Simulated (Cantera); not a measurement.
An adiabatic, constant-volume homogeneous reactor starts with CH3OH : O2 : N2 = 1 : 1.55 : 5.81 (molar parts), equivalence ratio 0.97, at 1198 K and 100000 Pa. Integrator tolerance rtol = 1e-08.

Model: GRI-Mech 3.0 (53 species, 325 reactions), integrated in Cantera. GRI-Mech 3.0 was tuned for natural gas; its chemistry of methanol as a main component is partial and can be far from experiment.

**Question.** What does this change do: constant pressure in place of constant volume?

**Answer.** 
```csv
quantity,before,after
time of steepest temperature rise,9.69 ms,9.98 ms
temperature at 5.00 s,2791 K,2592 K
equilibrium temperature,2791 K,2592 K
x(CH3OH) at 5.00 s,<1e-12 (gas-phase equilibrium <1e-12),<1e-12 (gas-phase equilibrium <1e-12)
x(O2) at 5.00 s,0.0227 (gas-phase equilibrium 0.0227),0.0200 (gas-phase equilibrium 0.0200)
x(HO2) at 5.00 s,9.20e-6 (gas-phase equilibrium 9.20e-6),4.32e-6 (gas-phase equilibrium 4.32e-6)
x(CH2) at 5.00 s,<1e-12 (gas-phase equilibrium <1e-12),<1e-12 (gas-phase equilibrium <1e-12)
x(NO) at 5.00 s,0.0107 (gas-phase equilibrium 0.0107),0.00744 (gas-phase equilibrium 0.00744)
```

**Question.** What does this change do: initial temperature 1198 to 1675 K?

**Answer.** 
```csv
quantity,before,after
time of steepest temperature rise,9.69 ms,49.1 µs
temperature at 5.00 s,2791 K,2912 K
equilibrium temperature,2791 K,2912 K
x(CH3OH) at 5.00 s,<1e-12 (gas-phase equilibrium <1e-12),<1e-12 (gas-phase equilibrium <1e-12)
x(O2) at 5.00 s,0.0227 (gas-phase equilibrium 0.0227),0.0281 (gas-phase equilibrium 0.0281)
x(HO2) at 5.00 s,9.20e-6 (gas-phase equilibrium 9.20e-6),1.22e-5 (gas-phase equilibrium 1.22e-5)
x(CH2) at 5.00 s,<1e-12 (gas-phase equilibrium <1e-12),<1e-12 (gas-phase equilibrium <1e-12)
x(NO) at 5.00 s,0.0107 (gas-phase equilibrium 0.0107),0.0138 (gas-phase equilibrium 0.0138)
```
